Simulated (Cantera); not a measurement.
An isothermal, constant-pressure homogeneous reactor starts with 3.56 % CH₄, 96.1 % H₂, 0.308 % H, at 2750 K and 128 Torr.

Computed with Cantera and GRI-Mech 3.0 (53 species, 325 reactions). GRI-Mech 3.0 stops at C3 and has no aromatics, soot or wall deposition, so with more carbon than oxygen in the feed, carbon stays in small species such as C2H2 where larger ones or solid carbon would form.

One state of this run: x CH₄ = 9.80e-6; x H₂ = 0.832; x H = 0.152; x C₂H₄ = 7.11e-7; x CH₂ = 9.61e-6; x C₂H₂ = 0.0155. x: mole fraction; the columns are a selection and need not sum to one.

**Question.** Which value of t (s) does it belong to?
A. 0.000502
B. 0.502
C. 3.17e-5
D. 7.96e-6

**Answer.** B, 0.502
